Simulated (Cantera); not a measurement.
Charge: 1 mol Si, 1.2 mol CO2, 940 mol H2, held at 1925 K and 0.133 bar.

Method: chemical equilibrium by Gibbs-energy minimisation in Cantera with the NASA 1993 tables (ideal gas, pure condensed phases). Candidate condensed phases: C, C6H6, C7H8, C8H18, H2O, Si, SiC, SiO2; 123 gas species. Equilibrium is a limit: real reactors are often held back by kinetics, nucleation or transport.

Base state: H2 0.995, H 0.00261, CO 0.00127, SiO 0.00106, H2O 0.000212 (mole fractions); condensed: gas only.

Problem. What changes in the equilibrium state with this change: temperature from 1925 K to 1425 K?

Solution. 
```
species                before     after
-------------------  --------  --------
H2                      0.995     0.999
CO                    0.00127   0.00104
SiO                   0.00106  0.000241
H                     0.00261   1.87e-5
CH4                   8.77e-9   3.91e-5
H2O                  0.000212   5.41e-6
SiC(s), mol                 0     0.180
SiO2(β-quartz), mol         0     0.593
```
Mutual solubility and eutectic melting of coexisting phases are not modelled. The tables hold silica as quartz up to 1696 K and as liquid above; real silica turns to tridymite and cristobalite and melts near 1996 K.
